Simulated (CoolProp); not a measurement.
Hydrogen sulfide at 298.15 K and 2.98 MPa is throttled through a valve to 0.99 MPa with no heat exchange. Each further row changes one setting.

Values from CoolProp's reference Helmholtz-energy equation of state, Lemmon 2006. It is a short technical equation, of lower accuracy than the large ones.

| case | temperature change (K) | final phase | final density (kg/m³) |
|---|---|---|---|
| as stated | -26.4 | two-phase, vapour fraction 0.123 | 120 |
| outlet pressure 0.297 MPa | -61.4 | ? | ? |
| outlet pressure 1.29 MPa | ? | two-phase, vapour fraction 0.084 | 201 |

Problem. Complete the blanks.

Solution. 
- outlet pressure 0.297 MPa, final phase: two-phase, vapour fraction 0.249
- outlet pressure 0.297 MPa, final density (kg/m³): 21.3
- outlet pressure 1.29 MPa, temperature change (K): -17.2
